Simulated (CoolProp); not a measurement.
Aqueous lithium chloride as a coolant, at 17 °C, 1 atm.

Model: Melinder's fits for secondary coolants, in CoolProp.

```tsv
mass %	freezing point (°C)	density (kg/m³)	cp (kJ/(kg K))	conductivity (W/(m K))	Prandtl number
5.2	-5.3	1029	3.903	0.580	8.64
7.6	-8.5	1043	3.782	0.574	9.15
10	-12.2	1057	3.664	0.569	9.75
12.4	-16.9	1070	3.552	0.564	10.4
14.8	-23.3	1085	3.444	0.559	11.2
17.1	-31.3	1098	3.348	0.554	12.1
19.5	-41.5	1113	3.257	0.549	13.1
21.9	-53.1	1128	3.181	0.544	14.4
```
